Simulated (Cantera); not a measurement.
Charge: 1 mol SiH₂Cl₂, 69 mol H₂, held at 0.220 bar.

Cantera equilibrium calculation (NASA polynomials, part measured and part estimated; ideal gas, pure solids and liquids). Candidate condensed phases: Si; 19 gas species. The tables' values for SiCl₃ are old estimates; treat these amounts as uncertain. Equilibrium is a limit: real reactors are often held back by kinetics, nucleation or transport.

x: gas mole fraction; n: condensed amount in mol.

| T (K) | x H₂ | x HCl | x SiCl₄ | x SiHCl₃ | n Si(s) |
|---|---|---|---|---|---|
| 923 | 0.989 | 0.00374 | 0.00349 | 0.00329 | 0.495 |
| 973 | 0.988 | 0.00584 | 0.00315 | 0.00299 | 0.536 |
| 1023 | 0.986 | 0.00858 | 0.00268 | 0.00260 | 0.588 |
| 1073 | 0.983 | 0.0119 | 0.00210 | 0.00213 | 0.649 |
| 1123 | 0.981 | 0.0154 | 0.00147 | 0.00161 | 0.713 |
| 1173 | 0.978 | 0.0186 | 0.000889 | 0.00109 | 0.771 |
| 1223 | 0.976 | 0.0212 | 0.000459 | 0.000653 | 0.815 |
| 1273 | 0.975 | 0.0227 | [?] | [?] | 0.841 |
| 1323 | 0.974 | 0.0236 | [?] | [?] | 0.854 |
| 1373 | 0.974 | 0.0239 | 3.76e-5 | 9.69e-5 | 0.859 |
| 1423 | 0.974 | 0.0241 | 1.64e-5 | 5.15e-5 | 0.860 |

**Question.** What belongs in the gaps?

**Answer.** 
- 1273, x SiCl₄: 0.000208
- 1273, x SiHCl₃: 0.000357
- 1323, x SiCl₄: 8.88e-5
- 1323, x SiHCl₃: 0.000186
